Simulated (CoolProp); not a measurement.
R142b along the isobar 0.496 MPa: fugacity coefficient from the reference equation and from simpler models built on Tc = 410.3 K, pc = 4.055 MPa, ω = 0.232; each cubic takes its own stable root.

Model: reference Helmholtz-energy equation of state, Lemmon 2006, in CoolProp. It is a short technical equation, of lower accuracy than the large ones.

| T (K) | phase | reference | van der Waals | Redlich-Kwong | Soave-Redlich-Kwong | Peng-Robinson |
|---|---|---|---|---|---|---|
| 314 | gas | 0.8968 | 0.9320 | 0.9124 | 0.9055 | 0.9002 |
| 331.3 | gas | 0.9145 | 0.9399 | 0.9244 | 0.9193 | 0.9142 |
| 348.6 | gas | 0.9281 | 0.9466 | 0.9344 | 0.9308 | 0.9257 |
| 366 | gas | 0.9390 | 0.9524 | 0.9428 | 0.9404 | 0.9355 |
| 383.3 | gas | 0.9477 | 0.9574 | 0.9498 | 0.9484 | 0.9437 |
| 400.7 | gas | 0.9548 | 0.9617 | 0.9557 | 0.9553 | 0.9507 |
| 418 | gas | 0.9608 | 0.9654 | 0.9608 | 0.9611 | 0.9567 |
| 435.3 | gas | 0.9658 | 0.9687 | 0.9652 | 0.9661 | 0.9619 |
| 452.7 | gas | 0.9700 | 0.9716 | 0.9690 | 0.9704 | 0.9664 |
| 470 | gas | 0.9736 | 0.9741 | 0.9722 | 0.9742 | 0.9702 |
